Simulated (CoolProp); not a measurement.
Properties of R1234ze(Z) along the isobar 1820 kPa.

Model: reference Helmholtz-energy equation of state, Akasaka 2019, in CoolProp.

```csv
T (°C),phase,density (kg/m³),cp (kJ/(kg K)),Joule-Thomson coefficient (K/MPa),isothermal compressibility (1/MPa)
68.55,liquid,1104,1.411,0.004894,0.005878
76.05,liquid,1079,1.444,0.07273,0.006898
83.65,liquid,1052,1.482,0.1571,?
91.25,liquid,1023,1.526,0.2641,0.01008
98.75,liquid,992.3,?,0.4031,0.01266
106.35,liquid,957.2,1.654,?,0.01665
121.45,gas,92.55,1.428,19.73,0.9080
129.05,gas,86.87,1.354,17.65,0.8384
136.55,gas,82.35,1.308,16.02,0.7917
144.15,gas,78.52,1.277,14.66,0.7572
151.75,gas,?,1.256,13.51,?
159.25,gas,?,1.242,12.54,?
166.85,gas,69.83,1.232,11.68,0.6926
```

Problem. Some entries are withheld; supply them.

Solution. 
- 83.65, isothermal compressibility (1/MPa): 0.008248
- 98.75, cp (kJ/(kg K)): 1.581
- 106.35, Joule-Thomson coefficient (K/MPa): 0.5989
- 151.75, density (kg/m³): 75.23
- 151.75, isothermal compressibility (1/MPa): 0.7307
- 159.25, density (kg/m³): 72.39
- 159.25, isothermal compressibility (1/MPa): 0.7098
